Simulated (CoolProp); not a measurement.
Fluorine at 295 K and 0.192 MPa is throttled through a valve to 0.0116 MPa with no heat exchange. Each further row changes one setting.

Model: reference Helmholtz-energy equation of state, de Reuck 1990, in CoolProp.

```tsv
case	temperature change (K)	final density (kg/m³)
as stated	-0.4	0.180
outlet pressure 0.00348 MPa	-0.4	___
outlet pressure 0.0151 MPa	___	___
```

Question: Fill in the missing entries.

Answer: 
- outlet pressure 0.00348 MPa, final density (kg/m³): 0.0540
- outlet pressure 0.0151 MPa, temperature change (K): -0.3
- outlet pressure 0.0151 MPa, final density (kg/m³): 0.234
